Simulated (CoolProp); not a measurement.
R115 along the isotherm 94.65 °C: fugacity coefficient from the reference equation and from simpler models built on Tc = 80.0 °C, pc = 3.129 MPa, ω = 0.248; each cubic takes its own stable root.

Values from CoolProp's reference Helmholtz-energy equation of state, Lemmon 2016.

| p (MPa) | phase | reference | van der Waals | Peng-Robinson |
|---|---|---|---|---|
| 0.0148 | gas | 0.9987 | 0.9987 | 0.9984 |
| 0.0305 | gas | 0.9972 | 0.9974 | 0.9967 |
| 0.0626 | gas | 0.9943 | 0.9946 | 0.9933 |
| 0.129 | gas | 0.9883 | 0.9889 | 0.9863 |
| 0.264 | gas | 0.9760 | 0.9774 | 0.9721 |
| 0.542 | gas | 0.9509 | 0.9536 | 0.9431 |
| 1.11 | gas | (withheld) | (withheld) | (withheld) |
| 2.29 | gas | (withheld) | 0.8048 | 0.7711 |
| 4.69 | supercritical | 0.5692 | 0.5798 | 0.5503 |

Question: What belongs in the gaps?

Answer: 
- 1.11, reference: 0.8999
- 1.11, van der Waals: 0.9053
- 1.11, Peng-Robinson: 0.8855
- 2.29, reference: 0.7944
